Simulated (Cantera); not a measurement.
A freely propagating, adiabatic, planar premixed flame of CH4 : O2 : N2 = 1 : 2.27 : 8.55 (molar parts), unburnt at 425 K and 1.00 bar; mixture-averaged transport, grid criteria slope 0.08 and curve 0.16, no radiation.

Cantera simulation using GRI-Mech 3.0 (53 species, 325 reactions); the numbers are that mechanism's predictions, not measurements. Burning velocities carry a grid error of a few per cent, more on coarse grids.

Question: How do the results move with these cheaper or finer settings: unity-Lewis-number transport; multicomponent transport; multicomponent+Soret transport; grid criteria slope 0.5, curve 1; grid criteria slope 0.25, curve 0.5; grid criteria slope 0.03, curve 0.06?

Answer: 
```
setting                               laminar burning velocity  thermal thickness  peak x(H)  peak x(CH3)  grid points
------------------------------------  ------------------------  -----------------  ---------  -----------  -----------
as above                                             61.0 cm/s           0.413 mm    0.00518      0.00172          143
unity-Lewis-number transport                         49.3 cm/s           0.442 mm    0.00657      0.00148          135
multicomponent transport                             61.4 cm/s           0.419 mm    0.00522      0.00174          143
multicomponent+Soret transport                       60.3 cm/s           0.421 mm    0.00514      0.00168          143
grid criteria slope 0.5, curve 1                     65.0 cm/s           0.445 mm    0.00534      0.00168           40
grid criteria slope 0.25, curve 0.5                  63.4 cm/s           0.424 mm    0.00532      0.00171           57
grid criteria slope 0.03, curve 0.06                 60.2 cm/s           0.411 mm    0.00512      0.00172          336
```
The base run took roughly 19 core-seconds.
Unity Lewis numbers drop preferential diffusion, which matters most where H2 and H carry the flame; Soret adds thermal diffusion.
